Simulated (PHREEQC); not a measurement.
# Sulfide liquor

Consider water at 20 °C with 0.00048 mol/kgw H2S, 0.00049 mol/kgw HCl and 0.07 mol/kgw NiCl2. Closed to the air; pH follows from the charge balance.

Model: ion-association model, wateq4f.dat, run in PHREEQC.

```json
{
  "pH": "3.41",
  "ionic_strength": "0.194 mol/kgw",
  "total_alkalinity": "-0.490 meq/kg"
}
```

| species | molality | activity | log γ |
|---|---|---|---|
| Cl- | 0.131 | 0.0940 | -0.145 |
| Ni+2 | 0.0623 | 0.0197 | -0.501 |
| NiCl+ | 0.00620 | 0.00464 | -0.125 |
| NiCl2 | 0.00152 | 0.00159 | 0.019 |
| H+ | 0.000490 | 0.000392 | -0.097 |
| H2S | 0.000480 | 0.000502 | 0.019 |
| HS- | 1.76e-7 | 1.25e-7 | -0.148 |
| NiOH+ | 6.44e-9 | 4.83e-9 | -0.125 |

Precipitation was switched off in this run. Saturation is exceeded, for instance for Millerite; the values hold only as long as no solid forms. The polysulfide entries of wateq4f.dat were taken out for this run.
